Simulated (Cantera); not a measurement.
Charge: 1 mol CH₄, 0.52 mol O₂, 0.2 mol N₂, equilibrated at 51.0 bar.

Method: chemical equilibrium by Gibbs-energy minimisation in Cantera with the NASA 1993 tables (ideal gas, pure condensed phases). Candidate condensed phases: C, C₆H₆, C₇H₈, C₈H₁₈, H₂O; 136 gas species. The ideal-gas law is rough above about 30 bar. The numbers say what is thermodynamically allowed, not how fast it happens.

Task: Which condensed phases are stable at each of these points (T (K)): 598, 798, 998, 1198, 1398, 1598, 1798, 1998, 2198, 2398, 2598?

Result: 
```
T (K)  condensed phases  C condensed (%)
-----  ----------------  ---------------
598         C(graphite)             26.7
798         C(graphite)             21.0
998         C(graphite)             18.5
1198        C(graphite)              2.0
1398           gas only              0.0
1598           gas only              0.0
1798           gas only              0.0
1998           gas only              0.0
2198           gas only              0.0
2398           gas only              0.0
2598           gas only              0.0
```

From 598 K to 1198 K the condensed part is C(graphite). From 1398 K to 2598 K nothing is condensed.
